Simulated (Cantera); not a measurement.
Charge: 1 mol B2H6, 2.9 mol NH3, 0.95 mol H2, at 86000 Pa.

Method: chemical equilibrium by Gibbs-energy minimisation in Cantera with the NASA 1993 tables (ideal gas, pure condensed phases). Candidate condensed phases: B, BN; 15 gas species. The feed counts by its element totals alone. The tables' values for BH2 are old estimates; treat these amounts as uncertain. Gases not in the tables: B2H6 and higher boranes. Rates play no part.

x: gas mole fraction; n: condensed amount in mol.

| T (K) | x H2 | x N2 | x H | x BH2 | x BH3 | x B | n BN(s) |
|---|---|---|---|---|---|---|---|
| 1898 | 0.948 | 0.0514 | 0.000821 | 5.53e-6 | 5.36e-7 | 5.98e-10 | 2.00 |
| 1973 | 0.947 | 0.0514 | 0.00142 | 1.59e-5 | 1.20e-6 | 4.13e-9 | 2.00 |
| 2048 | 0.946 | 0.0514 | 0.00235 | 4.24e-5 | 2.53e-6 | 2.48e-8 | 2.00 |
| 2123 | 0.945 | 0.0514 | [?] | 0.000105 | [?] | [?] | 2.00 |
| 2198 | 0.943 | 0.0514 | [?] | 0.000245 | [?] | [?] | 2.00 |
| 2273 | 0.939 | 0.0515 | 0.00878 | 0.000537 | 1.73e-5 | 2.59e-6 | 2.00 |
| 2348 | 0.934 | 0.0516 | 0.0129 | 0.00112 | 3.01e-5 | 9.96e-6 | 1.99 |

Task: What belongs in the gaps?

Result: 
- 2198, x H: 0.00583
- 2198, x BH3: 9.56e-6
- 2198, x B: 6.12e-7
- 2123, x H: 0.00376
- 2123, x BH3: 5.04e-6
- 2123, x B: 1.30e-7
